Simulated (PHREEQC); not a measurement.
## Cooling-tower water: an equilibrium model

Synthetic water in mg/L, 65 °C, pH 7.51, pe 10.9: Na 298; K 418; Ca 119; Mg 24.9; Cl 368; S(6) as SO4 465; Alkalinity as HCO3 649; Cu(2) 11.8.

Valence states are taken as typed.

Model: ion-association model, wateq4f.dat, run in PHREEQC.

No solid was allowed to form.

Q: Predict the ionic strength, charge-balance error.

A: ionic strength 0.0350 mol/kgw; charge-balance error 2.3 %.

Q: In which forms is C present?

A: HCO3- 90 %, CO2 4.6 %, CaHCO3+ 1.7 %, CuCO3 1.2 %, CaCO3 1.0 % of the C.

Saturation is exceeded, for instance for Malachite, Cu(OH)2; the values hold only as long as no solid forms. Away from 25 °C the constants follow the database's enthalpies or fits; those with neither stay at their 25 °C values. The database's constant for dissolved Cu(OH)2 is higher than later reviews accept.
